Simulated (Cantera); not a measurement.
## BN + HF + H2 (nitride etching)

Input: 1 mol BN, a varied amount of HF, 0.89 mol H2, at 1323.15 K and 30.0 mbar.

These are equilibrium values from Cantera (NASA tables, ideal gas, pure condensed phases), not measurements of a reactor. Candidate condensed phases: B, BN; 31 gas species. Equilibrium is a limit: real reactors are often held back by kinetics, nucleation or transport.

| n(HF) (mol) | x HF | x H2 | x BF3 | x N2 | x BHF2 |
|---|---|---|---|---|---|
| 4.4 | 0.265 | 0.452 | 0.189 | 0.0945 | 6.66e-5 |
| 5.7 | 0.410 | 0.363 | 0.152 | 0.0759 | 2.77e-5 |
| 7.4 | 0.531 | 0.288 | 0.121 | 0.0603 | 1.35e-5 |
| 9.6 | 0.629 | 0.228 | 0.0953 | 0.0477 | 7.13e-6 |
| 12 | 0.698 | 0.185 | 0.0776 | 0.0388 | 4.26e-6 |
| 16 | 0.770 | 0.141 | 0.0592 | 0.0296 | 2.25e-6 |
| 21 | 0.822 | 0.109 | 0.0457 | 0.0228 | 1.25e-6 |
| 27 | 0.861 | 0.0857 | 0.0359 | 0.0179 | 7.38e-7 |
| 35 | 0.892 | 0.0666 | 0.0279 | 0.0139 | 4.30e-7 |
| 46 | 0.917 | 0.0510 | 0.0213 | 0.0107 | 2.45e-7 |
x: gas mole fraction; nothing condenses.

From 4.4 mol HF to 46 mol HF nothing is condensed. The main B-bearing gas is BF3 throughout.
